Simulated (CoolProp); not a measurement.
The fluid at 296.08 K and 0.471 MPa flows at 0.52 m/s in a round tube of 10 mm bore and 15 µm roughness, fully developed (64/Re and Nu = 3.66 if laminar; Colebrook and Gnielinski if turbulent). The same conditions are run with several fluids, on thermodynamics alone (safety and materials aside).

The numbers come from the reference Helmholtz-energy equation of state of each fluid (C2F6 (R116): Lemmon 2006; R404A: Lemmon 2003; R410A: Lemmon 2003; nitrogen: Span 2000; R507A: Lemmon 2003) in CoolProp. Blends and air are pseudo-pure fits.

```tsv
fluid	Reynolds number	Darcy friction factor	pressure drop (Pa/m)	heat-transfer coefficient (W/(m² K))	mass flow (kg/h)
C2F6 (R116)	10300	0.0329	12.4	49.5	4.09
R404A	8660	0.0342	9.42	41.6	3.00
R410A	5980	0.0373	7.49	29.5	2.18
nitrogen	1570	0.0407	2.96	9.45	0.789
R507A	8800	0.0341	9.50	41.9	3.03
```

Transport values come from each fluid's own correlations; those of C2F6 (R116) are estimates that may be off by 10 % or more.
